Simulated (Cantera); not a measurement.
Roasting and sulfation: FeS2 + H2S + O2

Input: 1 mol FeS2, 3.2 mol H2S, 2.5 mol O2, at 723.15 K.

These are equilibrium values from Cantera (NASA tables, ideal gas, pure condensed phases), not measurements of a reactor. Candidate condensed phases: Fe, FeO, Fe(OH)2, Fe(OH)3, FeS, FeSO4, FeS2, Fe2O3, Fe2(SO4)3, Fe3O4, H2O, H2SO4, S; 22 gas species. Gases not in the tables: S3 to S7. The numbers say what is thermodynamically allowed, not how fast it happens.

From 10.0 mbar to 3.70 bar the condensed part is FeS2(s). From 8.60 bar to 20.0 bar the condensed part is FeS2(s) + S(l).

| P (Pa) | x H2O | x SO2 | x S2 | x H2S | x S8 | n FeS2(s) | n S(l) |
|---|---|---|---|---|---|---|---|
| 1000 | 0.525 | 0.225 | 0.147 | 0.100 | 5.91e-5 | 1.00 | 0 |
| 2300 | 0.515 | 0.232 | 0.137 | 0.113 | 0.000533 | 1.00 | 0 |
| 5400 | 0.513 | 0.239 | 0.118 | 0.123 | 0.00387 | 1.00 | 0 |
| 13000 | 0.532 | 0.244 | 0.0847 | 0.122 | 0.0141 | 1.00 | 0 |
| 29000 | 0.562 | 0.244 | 0.0538 | 0.112 | 0.0255 | 1.00 | 0 |
| 68000 | 0.593 | 0.241 | 0.0309 | 0.0969 | 0.0357 | 1.00 | 0 |
| 160000 | 0.620 | 0.237 | 0.0170 | 0.0811 | 0.0432 | 1.00 | 0 |
| 370000 | 0.642 | 0.232 | 0.00936 | 0.0668 | 0.0485 | 1.00 | 0 |
| 860000 | 0.680 | 0.231 | 0.00451 | 0.0507 | 0.0328 | 1.00 | 0.773 |
| 2000000 | 0.719 | 0.229 | 0.00194 | 0.0352 | 0.0141 | 1.00 | 1.58 |
x: gas mole fraction; n: condensed amount in mol.
